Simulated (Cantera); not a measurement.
Mixture: H2 : O2 : N2 = 1 : 0.521 : 1.96 (molar parts), equivalence ratio 0.96, at 44000 Pa, adiabatic and at constant pressure. Ignition delay is the time to a rise of 400 K.

Detailed kinetics in Cantera: the H2/O2 subset of GRI-Mech 3.0, which has no nitrogen chemistry. Below about 950 K walls govern HO2 and H2O2 in real vessels. Where the delays flatten at high temperature, the 400 K rule measures the pace of heat release, not the induction time.

### Question
Predict: delay at 925 K; delay at 1025 K; delay at 1125 K; delay at 1225 K; delay at 1325 K; delay at 1425 K.

### Answer
| Quantity | Result |
|---|---|
| delay at 925 K | 1.27 ms |
| delay at 1025 K | 0.324 ms |
| delay at 1125 K | 0.161 ms |
| delay at 1225 K | 0.101 ms |
| delay at 1325 K | 74.7 µs |
| delay at 1425 K | 63.2 µs |
